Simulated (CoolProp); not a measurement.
Vapour-liquid equilibrium of R125 (1) + cyclopropane (2) at 286.2 K; x and y are mole fractions of (1).

The numbers come from the multi-fluid Helmholtz-energy mixture model, Lemmon 2005 and Polt 1992; pair parameters Bell 2016 in CoolProp. This equation is an older, rougher fit; its heat capacities, sound speeds and derivatives of the liquid may be far off and weren't checked against measurements.

```csv
x,"bubble pressure, mixture model (MPa)","bubble pressure, Raoult's law (MPa)","y, mixture model","y, Raoult's law"
0.05,0.6303,0.5410,0.199,0.092
0.15,(withheld),0.5885,0.390,0.253
0.25,(withheld),0.6361,0.486,0.390
0.35,0.9359,0.6836,0.547,0.508
0.45,0.9766,0.7312,0.596,0.611
0.55,1.006,0.7787,0.644,0.701
0.65,1.027,0.8262,0.696,0.781
0.75,(withheld),0.8738,0.758,0.852
0.85,1.034,0.9213,0.836,0.916
0.95,1.012,0.9688,0.938,0.973
```

**Question.** Complete the blanks.

**Answer.** 
- 0.15, bubble pressure, mixture model (MPa): 0.7841
- 0.25, bubble pressure, mixture model (MPa): 0.8769
- 0.75, bubble pressure, mixture model (MPa): 1.037

The largest gap from Raoult's law is +37.9 % in bubble pressure, at x = 0.25. y crosses x between x = 0.75 and 0.85: the model has an azeotrope there.

Pair parameters are fitted to limited data, so mixtures are less certain than the pure fluids.
